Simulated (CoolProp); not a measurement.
The fluid at 293.15 K and 1.09 MPa is throttled through a valve to 0.299 MPa with no heat exchange. The same conditions are run with several fluids, on thermodynamics alone (safety and materials aside).

The numbers come from the reference Helmholtz-energy equation of state of each fluid (hydrogen chloride: Thol 2018; R13: Platzer 1990; nitrous oxide: Lemmon 2006; ethane: Bücker 2006; CH3F (R41): Lemmon 2006) in CoolProp. The equations of Platzer and Polt are older, rougher fits.

Q: Rank hydrogen chloride, R13, nitrous oxide, ethane, CH3F (R41) by temperature change (K), highest first.

A: nitrous oxide (-9.4), ethane (-9.8), R13 (-10.3), hydrogen chloride (-13.5), CH3F (R41) (-15.9)

```
fluid              final density (kg/m³)
-----------------  ---------------------
hydrogen chloride                   4.79
R13                                 13.7
nitrous oxide                       5.69
ethane                              3.92
CH3F (R41)                          4.56
```
